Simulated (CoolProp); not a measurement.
A single-stage vapour-compression cycle with R1132(E): evaporating at 251.15 K (dew point), condensing at 309.15 K (bubble point), superheat 5 K, subcooling 0 K, compressor efficiency 0.9, no pressure losses. Each further row changes one setting.

The numbers come from the reference Helmholtz-energy equation of state, Akasaka 2024 in CoolProp.

```json
[
 {"case": "as stated", "cooling COP": "2.75", "pressure ratio": "5.66", "discharge temperature (K)": "343.9", "refrigerating effect (kJ/kg)": "178", "volumetric capacity (kJ/m³)": "2230"},
 {"case": "evaporating temperature 256.15 K", "cooling COP": "3.15", "pressure ratio": "4.71", "discharge temperature (K)": "(withheld)", "refrigerating effect (kJ/kg)": "181", "volumetric capacity (kJ/m³)": "(withheld)"},
 {"case": "condensing temperature 304.15 K", "cooling COP": "3.14", "pressure ratio": "5.01", "discharge temperature (K)": "337.0", "refrigerating effect (kJ/kg)": "187", "volumetric capacity (kJ/m³)": "2360"},
 {"case": "subcooling 5 K", "cooling COP": "2.91", "pressure ratio": "5.66", "discharge temperature (K)": "343.9", "refrigerating effect (kJ/kg)": "188", "volumetric capacity (kJ/m³)": "2360"},
 {"case": "superheat 15 K", "cooling COP": "2.76", "pressure ratio": "5.66", "discharge temperature (K)": "354.4", "refrigerating effect (kJ/kg)": "187", "volumetric capacity (kJ/m³)": "(withheld)"},
 {"case": "compressor efficiency 0.8", "cooling COP": "2.45", "pressure ratio": "5.66", "discharge temperature (K)": "350.4", "refrigerating effect (kJ/kg)": "178", "volumetric capacity (kJ/m³)": "2230"}
]
```

### Question
Complete the blanks.

### Answer

- evaporating temperature 256.15 K, discharge temperature (K): 340.6
- evaporating temperature 256.15 K, volumetric capacity (kJ/m³): 2710
- superheat 15 K, volumetric capacity (kJ/m³): 2240
